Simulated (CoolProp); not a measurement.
Octamethylcyclotetrasiloxane (D4) along the isotherm 620 K: density (kg/m³) from the reference equation and from simpler models built on Tc = 586.5 K, pc = 1.347 MPa, ω = 0.598; each cubic takes its own stable root.

Values from CoolProp's reference Helmholtz-energy equation of state, Thol 2015.

| p (MPa) | phase | reference | ideal gas | van der Waals |
|---|---|---|---|---|
| 0.0213 | gas | 1.231 | 1.226 | 1.231 |
| 0.0313 | gas | 1.813 | 1.801 | 1.812 |
| 0.0459 | gas | 2.667 | 2.641 | 2.665 |
| 0.0674 | gas | 3.935 | 3.878 | 3.930 |
| 0.0989 | gas | 5.813 | 5.691 | 5.803 |
| 0.145 | gas | 8.611 | 8.343 | 8.588 |
| 0.213 | gas | 12.85 | 12.26 | 12.80 |
| 0.313 | gas | 19.34 | 18.01 | 19.23 |
| 0.459 | gas | 29.44 | 26.41 | 29.20 |
| 0.674 | gas | 45.96 | 38.78 | 45.46 |
| 0.989 | gas | 75.04 | 56.91 | 74.29 |
| 1.45 | supercritical | 136.6 | 83.43 | 143.5 |
| 2.13 | supercritical | 330.0 | 122.6 | 314.1 |
| 3.13 | supercritical | 469.2 | 180.1 | 368.4 |
| 4.59 | supercritical | 530.6 | 264.1 | 406.1 |
| 6.74 | supercritical | 576.0 | 387.8 | 438.5 |
